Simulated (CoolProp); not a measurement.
Water at 443.65 K and 18.4 MPa flows at 1.6 m/s in a round tube of 12.7 mm bore and 45 µm roughness, fully developed (64/Re and Nu = 3.66 if laminar; Colebrook and Gnielinski if turbulent). Each further row changes one setting.

The numbers come from the reference Helmholtz-energy equation of state, Wagner 2002 in CoolProp.

```
case              Reynolds number  Darcy friction factor  pressure drop (Pa/m)  heat-transfer coefficient (W/(m² K))  mass flow (kg/h)
----------------  ---------------  ---------------------  --------------------  ------------------------------------  ----------------
as stated                  113000                 0.0285                  2610                                 21800               662
velocity 3.2 m/s           225000                 0.0280                 10200                                 43000              1320
diameter 25.4 mm           225000                 0.0235                  1080                                 18100              2650
```

Viscosity comes from a separate model (Huber 2009). Thermal conductivity comes from a separate model (Huber 2012).
